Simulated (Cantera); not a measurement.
Input: 1 mol c-C₄F₈, 0.012 mol F₂, held at 2850 °C and 0.135 Torr.

Cantera equilibrium calculation (NASA polynomials, part measured and part estimated; ideal gas, pure solids and liquids). Candidate condensed phases: C; 13 gas species. The feed counts by its element totals alone. The numbers say what is thermodynamically allowed, not how fast it happens.

Base state: F 0.738, C 0.170, C₃ 0.0460, C₂ 0.0244, CF 0.0214, CF₂ 6.49e-5, C₅ 4.64e-5, C₄ 4.28e-5 (mole fractions); condensed: gas only.

**Question.** What changes in the equilibrium state with this change: c-C₄F₈ replaced by CH₃F?

**Answer.** 
```csv
species,before,after
H,0,0.610
F,0.738,0.174
C,0.170,0.128
HF,0,0.0483
CF,0.0214,0.00381
C₃,0.0460,0.0199
C₂,0.0244,0.0140
H₂,0,0.00130
C₂H,0,0.000239
CH,0,2.30e-5
CF₂,6.49e-5,2.72e-6
C₅,4.64e-5,1.15e-5
```
Further candidate phases: C₆H₆, C₇H₈, C₈H₁₈.
